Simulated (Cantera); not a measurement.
Ta₂O₅ + CH₄ + CO (carbothermic reduction)

Feed: 1 mol Ta₂O₅, 4 mol CH₄, 0.37 mol CO, held at 0.133 bar.

These are equilibrium values from Cantera (NASA tables, ideal gas, pure condensed phases), not measurements of a reactor. Candidate condensed phases: C, C₆H₆, C₇H₈, C₈H₁₈, H₂O, Ta, TaC, Ta₂O₅; 113 gas species. Mutual solubility and eutectic melting of coexisting phases are not modelled. TaC: taken at fixed stoichiometry. Condensed phases not in the tables: Ta₂C, N, O or C dissolved in the metal. Equilibrium is a limit: real reactors are often held back by kinetics, nucleation or transport.

At 775 °C the condensed part is C(graphite) + Ta₂O₅(s). At 875 °C the condensed part is C(graphite) + TaC(s) + Ta₂O₅(s). From 975 °C to 1775 °C the condensed part is TaC(s) + Ta₂O₅(s). At 1875 °C the condensed part is TaC(s) + Ta₂O₅(l). From 1975 °C to 2075 °C the condensed part is Ta(s) + Ta₂O₅(l).

```
T (°C)  log p H₂  log p CO  log p H  log p CH₄  n C(graphite)  n Ta₂O₅(s)  n TaC(s)  n Ta₂O₅(l)  n Ta(s)
------  --------  --------  -------  ---------  -------------  ----------  --------  ----------  -------
775        -0.90     -2.24    -8.56      -3.03           3.95        1.00         0           0        0
875        -0.93     -1.78    -7.61      -3.49           2.91       0.846     0.307           0        0
975        -1.02     -1.42    -6.84      -4.35              0       0.427      1.15           0        0
1075       -1.02     -1.42    -6.15      -5.14              0       0.426      1.15           0        0
1175       -1.02     -1.42    -5.55      -5.83              0       0.426      1.15           0        0
1275       -1.02     -1.42    -5.02      -6.42              0       0.426      1.15           0        0
1375       -1.02     -1.42    -4.56      -6.94              0       0.425      1.15           0        0
1475       -1.02     -1.42    -4.15      -7.39              0       0.425      1.15           0        0
1575       -1.02     -1.42    -3.79      -7.80              0       0.425      1.15           0        0
1675       -1.02     -1.42    -3.46      -8.16              0       0.424      1.15           0        0
1775       -1.03     -1.42    -3.16      -8.49              0       0.424      1.15           0        0
1875       -1.03     -1.42    -2.89      -8.77              0           0      1.15       0.423        0
1975       -1.08     -1.33    -2.67      -9.04              0           0         0       0.191     1.61
2075       -1.08     -1.33    -2.45      -9.39              0           0         0       0.185     1.62
```
log p: log10 of the partial pressure in bar; n: condensed amount in mol.
